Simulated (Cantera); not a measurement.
Mixture: CO : H₂ : CH₄ : O₂ : N₂ = 1 : 0.6 : 0.53 : 4.33 : 29.4 (molar parts), at 7500 Torr, adiabatic and at constant pressure. Ignition delay is the time to a rise of 400 K.

Detailed kinetics in Cantera: GRI-Mech 3.0 (53 species, 325 reactions).

### Question
Predict: delay at 1175 K; delay at 1275 K; delay at 1375 K; delay at 1475 K; apparent activation energy between 1425 and 1525 K.

### Answer
```
Quantity                                                 Value
--------------------------------------------------  ----------
delay at 1175 K                                       0.496 ms
delay at 1275 K                                       0.140 ms
delay at 1375 K                                        56.0 µs
delay at 1475 K                                        28.4 µs
apparent activation energy between 1425 and 1525 K  110 kJ/mol
```
